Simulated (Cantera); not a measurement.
An adiabatic, constant-volume homogeneous reactor starts with CH4 : O2 : N2 = 1 : 1.82 : 13.8 (molar parts), at 1400 K and 5.00 bar.

Model: GRI-Mech 3.0 (53 species, 325 reactions), integrated in Cantera.

Predict: time of steepest temperature rise; temperature at 4.00 s; equilibrium temperature; x(O2) at 4.00 s; x(H2) at 4.00 s; x(HCO) at 4.00 s.


```
Item                                                                Result
---------------------------------  ---------------------------------------
time of steepest temperature rise                                  1.88 ms
temperature at 4.00 s                                               2657 K
equilibrium temperature                                             2657 K
x(O2) at 4.00 s                    0.00213 (gas-phase equilibrium 0.00213)
x(H2) at 4.00 s                    0.00909 (gas-phase equilibrium 0.00909)
x(HCO) at 4.00 s                   3.50e-8 (gas-phase equilibrium 3.50e-8)
```
